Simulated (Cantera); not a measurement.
A closed system holds: 1 mol MgO, 0.014 mol Br2, 1.1 mol H2, at 7.50 Torr.

Method: chemical equilibrium by Gibbs-energy minimisation in Cantera with the NASA 1993 tables (ideal gas, pure condensed phases). Candidate condensed phases: Br2, H2O, Mg, MgBr2, MgO, Mg(OH)2; 20 gas species. Rates play no part. All values below are at 452 °C.

Base state: H2 0.975, HBr 0.0251, H2O 2.57e-5, MgBr2 2.45e-5 (mole fractions); condensed: MgO(s).

Problem. What changes in the equilibrium state with this change: MgO replaced by Si?

Solution. 
```
species       before     after
-----------  -------  --------
H2             0.975     0.992
SiBr4              0   0.00548
HBr           0.0251   0.00180
MgBr2        2.45e-5         0
SiHBr3             0  0.000501
H2O          2.57e-5         0
MgO(s), mol    1.000         0
Si(s), mol         0     0.993
```
Further candidate phases: Si.
